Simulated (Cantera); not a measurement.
## Hydrocarbon pyrolysis for carbon deposition

An isothermal, constant-pressure homogeneous reactor starts with C3H8 : H2 = 1 : 8 (molar parts), at 1250 K and 0.133 bar.

Model: GRI-Mech 3.0 (53 species, 325 reactions), integrated in Cantera. GRI-Mech 3.0 was tuned for natural gas; its chemistry of propane as a main component is partial and can be far from experiment. GRI-Mech 3.0 stops at C3 and has no aromatics, soot or wall deposition, so with more carbon than oxygen in the feed, carbon stays in small species such as C2H2 where larger ones or solid carbon would form.

```
t (s)       x C3H8   x H2    x C2H6     x CH2     x CH3     x C2H
--------  --------  -----  --------  --------  --------  --------
0.000400     0.102  0.882  0.000327   2.72e-8  0.000554    <1e-12
0.000924    0.0843  0.868  0.000959   2.74e-8  0.000547    <1e-12
0.00213     0.0532  0.844   0.00182   1.92e-8  0.000426  4.93e-12
0.00493     0.0176  0.816   0.00205   7.99e-9  0.000227  2.45e-11
0.0114     0.00243  0.804   0.00142   1.39e-9   7.55e-5  4.11e-11
0.0263    0.000261  0.802   0.00103  2.28e-10   2.84e-5  3.03e-11
0.0608     1.88e-5  0.802  0.000841  7.80e-11   1.63e-5  2.55e-11
0.140      1.82e-6  0.803  0.000721  5.95e-11   1.42e-5  3.30e-11
0.324      1.39e-6  0.804  0.000621  5.31e-11   1.34e-5  4.94e-11
0.750      9.92e-7  0.805  0.000488  4.42e-11   1.23e-5  6.94e-11
1.73       6.41e-7  0.806  0.000357  3.43e-11   1.10e-5  8.10e-11
4.00       4.82e-7  0.805  0.000290  2.86e-11   1.02e-5  8.02e-11
```
x: mole fraction; the columns are a selection and need not sum to one.

Equilibrium at this temperature and pressure: C3H8 9.98e-8, H2 0.716, C2H6 9.17e-5, CH2 6.73e-12, CH3 7.68e-6, C2H 9.49e-12 (gas phase only).
